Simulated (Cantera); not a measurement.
Input (Python, Cantera):

```python
import numpy as np
import cantera as ct

gas = ct.Solution("gri30.yaml")


def delay(T, t_max=10):
    gas.TPX = T, 3200000, {'CO': 1, 'H2': 0.26, 'O2': 0.818, 'N2': 3.08}
    reactor = ct.IdealGasConstPressureReactor(gas, clone=False)
    net = ct.ReactorNet([reactor])
    net.rtol, net.atol = 1e-8, 1e-16
    while net.time < t_max:
        t_old, T_old = net.time, reactor.T
        net.step()
        if reactor.T > T + 400:  # ignition: a rise of 400 K
            return t_old + (T + 400 - T_old) / (reactor.T - T_old) * (net.time - t_old)
    return np.nan


taus = []
for T in [1000, 1100, 1200, 1300, 1400, 1500, 1600, 1700]:
    taus.append(delay(T))
    print(f"T0 = {T:6g} K   tau = {taus[-1]:.4e} s")
```

Result:

```
T0 =   1000 K   tau = 3.2117e-03 s
T0 =   1100 K   tau = 4.1219e-04 s
T0 =   1200 K   tau = 7.0208e-05 s
T0 =   1300 K   tau = 1.4229e-05 s
T0 =   1400 K   tau = 3.6380e-06 s
T0 =   1500 K   tau = 1.5297e-06 s
T0 =   1600 K   tau = 9.2499e-07 s
T0 =   1700 K   tau = 6.7343e-07 s
```

Detailed kinetics in Cantera: GRI-Mech 3.0 (53 species, 325 reactions). The hydrogen kinetics of GRI-Mech 3.0 are dated; newer H2 mechanisms differ, most at raised pressure. The pressure lies above the range GRI-Mech 3.0 was tuned for (to about 10 atm).
